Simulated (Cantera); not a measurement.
**NaOH + CO2 (calcination and drying)**

Feed: 1 mol NaOH, 1.4 mol CO2, equilibrated at 952 °C.

Method: chemical equilibrium by Gibbs-energy minimisation in Cantera with the NASA 1993 tables (ideal gas, pure condensed phases). Candidate condensed phases: C, C6H6, C7H8, C8H18, H2O, Na, NaOH, NaO2, Na2CO3, Na2O, Na2O2; 117 gas species. Equilibrium is a limit: real reactors are often held back by kinetics, nucleation or transport.

| P (Pa) | log p CO2 | log p H2O | log p NaOH | log p Na | log p O2 | n Na2CO3(l) |
|---|---|---|---|---|---|---|
| 10 | -4.28 | -5.22 | -4.59 | -4.92 | -5.52 | 0 |
| 100 | -3.20 | -3.52 | -4.22 | -5.31 | -5.91 | 0.451 |
| 1000 | -2.19 | -2.45 | -4.19 | -5.74 | -6.20 | 0.495 |
| 10000 | -1.19 | -1.45 | -4.19 | -6.31 | -5.89 | 0.500 |
| 100000 | -0.19 | -0.45 | -4.19 | -6.97 | -5.25 | 0.500 |
| 1000000 | 0.81 | 0.55 | -4.19 | -7.64 | -4.58 | 0.500 |
log p: log10 of the partial pressure in bar; n: condensed amount in mol.

At 10.0 Pa nothing is condensed. From 1.00 mbar to 10.0 bar the condensed part is Na2CO3(l). The main Na-bearing gas is NaOH throughout.
